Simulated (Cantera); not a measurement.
A Cantera script and what it prints.

```python
import numpy as np
import cantera as ct

gas_names = """
    C CO COS CO2 CS CS2 C2 C2O C3 C3O2 C4 C5 Na NaO Na2 Na2O Na2SO4 O O2 O3 S SO SO2 SO3 S2 S2O S8
""".split()
cond_names = """
    C(gr) Na(cr) Na(L) NaO2(s) Na2CO3(I) Na2CO3(II) Na2CO3(L) Na2O(c) Na2O(a) Na2O(L) Na2O2(a) Na2O2(b)
    Na2S(1) Na2S(2) Na2S(L) Na2SO4(V) Na2SO4(IV) Na2SO4(I) Na2SO4(L) S(cr1) S(cr2) S(L)
""".split()


# ... load() reads the species with a 1 bar reference pressure and builds the phases ...
atoms = {
    'Na2SO4': {'Na': 2, 'S': 1, 'O': 4},
    'CO2': {'C': 1, 'O': 2},
}
top_T = {'C(gr)': 4500, 'NaO2(s)': 800, 'Na2O2(b)': 940}  # K; cautious upper limits of use, not melting points


# ... equilibrate(T, P, feed) seeds the gas with the atoms and calls Mixture.equilibrate('TP', solver="vcs", rtol=1e-11, max_steps=5000) ...
results = []
feed = {'Na2SO4': 1, 'CO2': 0.019}  # mol
P = 100000  # Pa
for T in [1150, 1200, 1250, 1300, 1350, 1400, 1450, 1500]:
    mix = equilibrate(T, P, feed)
    results.append((T, P, feed, dict(zip(mix.species_names, mix.species_moles))))

top = {s: max(r[3][s] / sum(r[3][g] for g in gas_names) for r in results) for s in gas_names}
cols = sorted((s for s in top if top[s] > 1e-05), key=lambda s: -top[s])[:7]
seen = [c for c in cond_names if any(r[3].get(c, 0) > 1e-12 for r in results)]
print("log10 of partial pressures in bar; condensed amounts in mol")
print(f"{'T/K':>10s}" + "".join(f"{s[:9]:>10s}" for s in cols + seen))
for T, P, feed, n in results:
    ng = sum(n[g] for g in gas_names)
    print(f"{T:10.4g}" + "".join(f"{np.log10(max(n[s] / ng * P / 1e5, 1e-99)):10.3f}" for s in cols)
          + "".join(f"{n.get(c, 0):10.4g}" for c in seen))
```

Output:

```
log10 of partial pressures in bar; condensed amounts in mol
       T/K       CO2        CO        O2        Na       SO2    Na2SO4 Na2CO3(L) Na2SO4(I) Na2SO4(L)
      1150    -0.000    -5.430    -5.724    -8.167    -7.221    -7.417 1.078e-09         1         0
      1200    -0.000    -5.075    -5.366    -7.428    -6.736    -6.874 3.138e-09         0         1
      1250    -0.000    -4.750    -5.036    -6.752    -6.295    -6.384 7.958e-09         0         1
      1300    -0.000    -4.450    -4.731    -6.131    -5.887    -5.935 1.759e-08         0         1
      1350    -0.000    -4.174    -4.447    -5.559    -5.510    -5.523 3.239e-08         0         1
      1400    -0.000    -3.919    -4.180    -5.031    -5.161    -5.144 4.247e-08         0         1
      1450    -0.000    -3.683    -3.928    -4.542    -4.837    -4.793 3.308e-09         0         1
      1500    -0.000    -3.468    -3.685    -4.140    -4.439    -4.469         0         0         1
```

Method: chemical equilibrium by Gibbs-energy minimisation in Cantera with the NASA 1993 tables (ideal gas, pure condensed phases).
